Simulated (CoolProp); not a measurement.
Vapour-liquid equilibrium of dimethyl ether (1) + ethanol (2) at 35.35 °C; x and y are mole fractions of (1).

Values from CoolProp's multi-fluid Helmholtz-energy mixture model, Wu 2011 and Schroeder 2014; pair parameters Bell 2016.

Problem. Give the bubble pressure and the first vapour's composition at x = 0.05, 0.35, 0.65. Is there an azeotrope?

Solution. x = 0.05: 0.7652 bar, y = 0.821; x = 0.35: 3.726 bar, y = 0.970; x = 0.65: 5.619 bar, y = 0.985. No azeotrope shows between x = 0.05 and 0.95.

Pair parameters are fitted to limited data, so mixtures are less certain than the pure fluids.
